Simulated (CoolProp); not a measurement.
Properties of acetone along the isobar 4120 kPa (Tc = 508.1 K, pc = 4692 kPa, ω = 0.307).

Model: reference Helmholtz-energy equation of state, Lemmon 2006, in CoolProp. It is a short technical equation, of lower accuracy than the large ones.

```tsv
T (K)	phase	cv (kJ/(kg K))	speed of sound (m/s)	Joule-Thomson coefficient (K/MPa)	isothermal compressibility (1/MPa)	expansivity (1/kK)	fugacity coefficient
262	liquid	1.498	1356	-0.3910	0.0009048	1.270	0.001374
291	liquid	1.538	1224	-0.3594	0.001155	1.353	0.006021
320	liquid	1.588	1095	-0.3164	0.001504	1.470	0.01912
349.1	liquid	1.644	968.4	-0.2580	0.002020	1.635	0.04807
378.1	liquid	1.705	843.5	-0.1767	0.002824	1.872	0.1007
407.2	liquid	1.771	716.9	-0.05441	0.004210	2.236	0.1842
436.2	liquid	1.843	586.4	0.1511	0.006959	2.859	0.3010
465.2	liquid	1.925	443.9	0.5859	0.01425	4.217	0.4495
494.3	liquid	2.056	251.7	2.544	0.07123	11.97	0.6208
```
